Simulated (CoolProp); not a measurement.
A closed Brayton cycle with carbon dioxide: compressor inlet 330.15 K and 8.6 MPa, high pressure 23.6 MPa, turbine inlet 810 K, compressor efficiency 0.85, turbine efficiency 0.9, recuperator effectiveness 0 (on enthalpy, no pinch check). Each further row changes one setting.

Model: reference Helmholtz-energy equation of state, Span 1996, in CoolProp.

| case | thermal efficiency (%) | net work (kJ/kg) | compressor to turbine work | compressor exit (K) | turbine exit (K) |
|---|---|---|---|---|---|
| as stated | 14.5 | 75.1 | 0.42 | 416.5 | 690.7 |
| turbine inlet 760 K | 14.4 | 65.9 | 0.45 | 416.5 | 645.0 |
| compressor inlet 340.15 K | 14.0 | 68.9 | [?] | 432.2 | 690.7 |
| high pressure 20.1 MPa | 12.4 | 66.2 | [?] | [?] | [?] |
| recuperator effectiveness 0.5 | 20.8 | 75.1 | 0.42 | 416.5 | 690.7 |

What belongs in the gaps?


- compressor inlet 340.15 K, compressor to turbine work: 0.47
- high pressure 20.1 MPa, compressor to turbine work: 0.40
- high pressure 20.1 MPa, compressor exit (K): 402.3
- high pressure 20.1 MPa, turbine exit (K): 709.1
